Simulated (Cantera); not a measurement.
Input: 1 mol SiCl4, 0.68 mol HCl, 0.91 mol H2, equilibrated at 550 °C and 750 Torr.

These are equilibrium values from Cantera (NASA tables, ideal gas, pure condensed phases), not measurements of a reactor. Candidate condensed phases: Si; 19 gas species. The numbers say what is thermodynamically allowed, not how fast it happens.

Base state: SiCl4 0.385, H2 0.351, HCl 0.263, SiHCl3 0.000620 (mole fractions); condensed: gas only.

Problem. What changes in the equilibrium state with this change: SiCl4 replaced by Si?

Solution. 
| species | before | after |
|---|---|---|
| H2 | 0.351 | 0.864 |
| SiCl4 | 0.385 | 0.0821 |
| SiHCl3 | 0.000620 | 0.0500 |
| HCl | 0.263 | 0.00171 |
| SiH3Cl | <1e-9 | 3.06e-5 |
| SiH2Cl2 | 8.39e-8 | 0.00256 |
| SiCl3 | 1.14e-6 | 5.85e-5 |
| Si(s), mol | 0 | 0.811 |
The tables' values for SiCl3 are old estimates; treat these amounts as uncertain.
